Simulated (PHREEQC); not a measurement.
## Phosphoric acid bath

Solution (25 °C): 27 mmol/kgw NaH2PO4 and 0.17 mmol/kgw HNO3. Closed to the air; pH follows from the charge balance.

Equilibrium calculation in PHREEQC: ion-association model, phreeqc.dat.

Precipitation was switched off in this run.

**Question.** Predict the pH.

**Answer.** pH 4.30.
